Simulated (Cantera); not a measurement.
# Thermodynamics of silicon epitaxy and polysilicon growth, feed SiCl₄ + H₂

Input: 1 mol SiCl₄, 9 mol H₂, equilibrated at 1173.15 K and 0.290 bar.

Cantera equilibrium calculation (NASA polynomials, part measured and part estimated; ideal gas, pure solids and liquids). Candidate condensed phases: Si; 19 gas species. The tables' values for SiCl₃ are old estimates; treat these amounts as uncertain. Kinetics and transport are ignored.

```
Quantity          Value
----------  -----------
x(H₂)             0.854
x(SiCl₄)         0.0601
x(HCl)           0.0467
x(SiHCl₃)        0.0257
x(SiCl₃)        0.00595
x(SiCl₂)        0.00580
x(SiH₂Cl₂)      0.00140
x(SiH₃Cl)       2.08e-5
n(Si(s))    0.00151 mol
gas amount    10.09 mol
```
